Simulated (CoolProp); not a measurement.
R21 at several states: density (kg/m³) from the reference equation and from simpler models built on Tc = 179.6 °C, pc = 5.289 MPa, ω = 0.206; each cubic takes its own stable root.

Model: reference Helmholtz-energy equation of state, Platzer 1990, in CoolProp. This equation is an older, rougher fit; its heat capacities, sound speeds and derivatives of the liquid may be far off and weren't checked against measurements.

```
T (°C)  p (MPa)   phase  reference  van der Waals  Redlich-Kwong  Soave-Redlich-Kwong  Peng-Robinson
------  -------  ------  ---------  -------------  -------------  -------------------  -------------
100.45       18  liquid       1241          843.2           1148                 1170           1316
-44.65    0.704  liquid       1523          947.1           1405                 1425           1604
153.15    0.191     gas      5.632          5.617          5.629                5.631          5.640
-0.05      27.3  liquid       1475          962.0           1374                 1393           1564
-31.65   0.0307  liquid       1495          1.585           1378                 1401           1578
139.25    0.492     gas      15.47          15.31          15.43                15.45          15.51
```

At some of these states van der Waals gives the other phase, because its saturation line lies elsewhere.
